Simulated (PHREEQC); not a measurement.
Synthetic water in mg/kgw, 20 °C, pH 5.97, pe 10.5:

```tsv
constituent	mg/kgw
Na	0.146
K	0.0363
Ca	0.621
Mg	0.153
Cl	0.0447
S(6) as SO4	0.792
Alkalinity as HCO3	2.02
B	0.000279
Br	0.00333
Cu(2)	0.000425
Li	0.00143
```

Cl is adjusted to close the charge balance.
Valence states are taken as typed.

Computed with PHREEQC (ion-association model, wateq4f.dat).

Each row changes one thing in this solution. This is a speciation only: nothing precipitates in the calculation.

| case | CO2 (mol/kgw) | CO3-2 (mol/kgw) | HSO4- (mol/kgw) | Cu(OH)2 (mol/kgw) | CuOH+ (mol/kgw) | SI of Tenorite (CuO) | SI of Cu(OH)2 (Cu(OH)2) |
|---|---|---|---|---|---|---|---|
| as made | 8.73e-5 | 1.39e-9 | 7.45e-10 | 1.11e-10 | 5.76e-11 | -4.08 | -5.11 |
| Li from 0.00143 to 0.000715 mg/kgw | 8.73e-5 | 1.39e-9 | 7.45e-10 | 1.11e-10 | 5.76e-11 | -4.08 | -5.11 |
| pH from 5.97 to 6.27 at the same alkalinity | 4.31e-5 | 2.72e-9 | (withheld) | (withheld) | 1.08e-10 | -3.51 | -4.53 |
| pH from 5.97 to 5.67 at the same alkalinity | (withheld) | 7.16e-10 | (withheld) | (withheld) | 2.94e-11 | -4.68 | -5.70 |

What belongs in the gaps?


- pH from 5.97 to 6.27 at the same alkalinity, HSO4- (mol/kgw): 3.74e-10
- pH from 5.97 to 6.27 at the same alkalinity, Cu(OH)2 (mol/kgw): 4.16e-10
- pH from 5.97 to 5.67 at the same alkalinity, CO2 (mol/kgw): 0.000180
- pH from 5.97 to 5.67 at the same alkalinity, HSO4- (mol/kgw): 1.49e-9
- pH from 5.97 to 5.67 at the same alkalinity, Cu(OH)2 (mol/kgw): 2.84e-11

Species that the database lacks are ignored.
